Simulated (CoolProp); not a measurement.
Vapour-liquid equilibrium of R13 (1) + isobutane (2) at 557 kPa; x and y are mole fractions of (1).

The numbers come from the multi-fluid Helmholtz-energy mixture model, Platzer 1990 and Bücker 2006; pair parameters Bell 2016 in CoolProp. This equation is an older, rougher fit; its heat capacities, sound speeds and derivatives of the liquid may be far off and weren't checked against measurements.

Q: Give the bubble temperature and the first vapour's composition at x = 0.2, 0.35, 0.5. Is there an azeotrope?

A: x = 0.2: -4.2 °C, y = 0.771; x = 0.35: -18.6 °C, y = 0.883; x = 0.5: -26.7 °C, y = 0.928. No azeotrope shows between x = 0.05 and 0.95.

Pair parameters are fitted to limited data, so mixtures are less certain than the pure fluids.
